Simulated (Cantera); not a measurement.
A closed system holds: 1 mol Si2H6, 3 mol HCl, 93 mol H2, at 1.00 mbar.

Equilibrium computed with Cantera from the NASA thermochemical tables; the gas is ideal and each condensed phase is pure. Candidate condensed phases: Si; 19 gas species. The feed counts by its element totals alone. Gases not in the tables: Si2H6 and higher silanes. Equilibrium is a limit: real reactors are often held back by kinetics, nucleation or transport.

**Question.** What share of the Si ends up in condensed phases as a function of T (K), at 898, 998, 1098, 1198, 1298, 1398, 1498, 1598, 1698?

**Answer.** 
```json
[
 {"T (K)": "898", "Si condensed (%)": "74.7", "as": "Si(s)"},
 {"T (K)": "998", "Si condensed (%)": "86.8", "as": "Si(s)"},
 {"T (K)": "1098", "Si condensed (%)": "91.3", "as": "Si(s)"},
 {"T (K)": "1198", "Si condensed (%)": "91.2", "as": "Si(s)"},
 {"T (K)": "1298", "Si condensed (%)": "90.4", "as": "Si(s)"},
 {"T (K)": "1398", "Si condensed (%)": "89.7", "as": "Si(s)"},
 {"T (K)": "1498", "Si condensed (%)": "89.0", "as": "Si(s)"},
 {"T (K)": "1598", "Si condensed (%)": "87.8", "as": "Si(s)"},
 {"T (K)": "1698", "Si condensed (%)": "84.2", "as": "Si(l)"}
]
```
